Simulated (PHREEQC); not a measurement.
Dissolve 5.3 mol KOH and 0.00017 mol H4SiO4 per kg of water at 25 °C. Closed to the air; pH follows from the charge balance.

Equilibrium calculation in PHREEQC: Pitzer model, pitzer.dat.

### Question
The ionic strength comes out as 5.30 mol/kgw. What activity coefficients do K+, OH-, H2SiO4-2 get?

### Answer
K+ 0.94, OH- 3.6, H2SiO4-2 0.015. Single-ion values are on the MacInnes scale.

This is a speciation only: nothing precipitates in the calculation. In brines, pH and single-ion activities rest on the MacInnes convention.
